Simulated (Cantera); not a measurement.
# HCl + H2O + O2 (abatement and gas-phase synthesis)

Feed: 1 mol HCl, 7.2 mol H2O, 0.077 mol O2, at 1.33 mbar.

Cantera equilibrium calculation (NASA polynomials, part measured and part estimated; ideal gas, pure solids and liquids). Candidate condensed phases: H2O; 14 gas species. The numbers say what is thermodynamically allowed, not how fast it happens.

| T (K) | log p H2O | log p H | log p O | log p H2 | log p OH | log p HCl | log p O2 | log p Cl |
|---|---|---|---|---|---|---|---|---|
| 2275 | -3.13 | -3.97 | -4.45 | -3.79 | -4.11 | -4.04 | -4.16 | -4.35 |
| 2325 | -3.18 | -3.83 | -4.30 | -3.75 | -4.04 | -4.09 | -4.11 | -4.32 |
| 2375 | -3.25 | -3.71 | -4.16 | -3.71 | -3.99 | -4.15 | -4.08 | -4.29 |
| 2425 | -3.33 | -3.59 | -4.03 | -3.69 | -3.96 | -4.22 | -4.06 | -4.27 |
| 2475 | -3.43 | -3.49 | -3.92 | -3.68 | -3.93 | -4.30 | -4.05 | -4.25 |
| 2525 | -3.55 | -3.40 | -3.82 | -3.70 | -3.93 | -4.39 | -4.06 | -4.24 |
| 2575 | -3.70 | -3.32 | -3.73 | -3.73 | -3.94 | -4.49 | -4.09 | -4.24 |
| 2625 | -3.87 | -3.26 | -3.65 | -3.78 | -3.98 | -4.60 | -4.13 | -4.24 |
log p: log10 of the partial pressure in bar; nothing condenses.

From 2275 K to 2625 K nothing is condensed.
